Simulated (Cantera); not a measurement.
A perfectly stirred reactor is fed with 11.5 % H₂, 18.6 % O₂, 69.9 % N₂, equivalence ratio 0.31, at 1.50 bar; it is adiabatic with a 523 K inlet, and is followed from long to short residence time, starting on the burning branch (τ in s: 0.19, 0.083, 0.037, 0.016, 0.0073, 0.0033, 0.0015, 0.00065, 0.00029, 0.00013, 5.8e-05, 2.6e-05, 1.1e-05).

Cantera simulation using the H2/O2 subset of GRI-Mech 3.0, which has no nitrogen chemistry; the numbers are that mechanism's predictions, not measurements.

Predict: blow-out, bracketed by the residence times tried; x(H₂) at τ = 0.190 s; x(O₂) at τ = 0.190 s; x(H) at τ = 0.190 s; x(O) at τ = 0.190 s; x(HO₂) at τ = 0.190 s; x(H₂) at τ = 1.50 ms; x(O₂) at τ = 1.50 ms; x(H) at τ = 1.50 ms; x(O) at τ = 1.50 ms; x(HO₂) at τ = 1.50 ms.


- blow-out, bracketed by the residence times tried: burning at 0.130 ms, out at 58.0 µs
- x(H₂) at τ = 0.190 s: 6.81e-5
- x(O₂) at τ = 0.190 s: 0.136
- x(H) at τ = 0.190 s: 1.62e-6
- x(O) at τ = 0.190 s: 2.70e-5
- x(HO₂) at τ = 0.190 s: 3.21e-6
- x(H₂) at τ = 1.50 ms: 0.00167
- x(O₂) at τ = 1.50 ms: 0.136
- x(H) at τ = 1.50 ms: 0.000198
- x(O) at τ = 1.50 ms: 0.000690
- x(HO₂) at τ = 1.50 ms: 4.57e-5
